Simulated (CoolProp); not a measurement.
A simple Rankine cycle with vinyl chloride: condensing at 323.15 K, boiler at 2.2 MPa, turbine inlet 375.6 K, turbine efficiency 0.6, pump efficiency 0.7, no recuperator. Each further row changes one setting.

Values from CoolProp's reference Helmholtz-energy equation of state, Thol 2022.

```
case                             thermal efficiency (%)  net work (kJ/kg)  heat in (kJ/kg)  turbine exit temperature (K)  volume ratio over the turbine
-------------------------------  ----------------------  ----------------  ---------------  ----------------------------  -----------------------------
as stated                                           6.4              20.7              323                         327.3                           2.86
turbine inlet 395.6 K                               6.6              23.2              350                         350.3                           2.80
condensing temperature 315.15 K                     7.5              25.0              336                         319.5                           3.49
boiler pressure 1.54 MPa                            4.6              15.5              339                         347.3                           1.95
turbine efficiency 0.5                              5.2              16.9              323                         330.9                           2.90
```
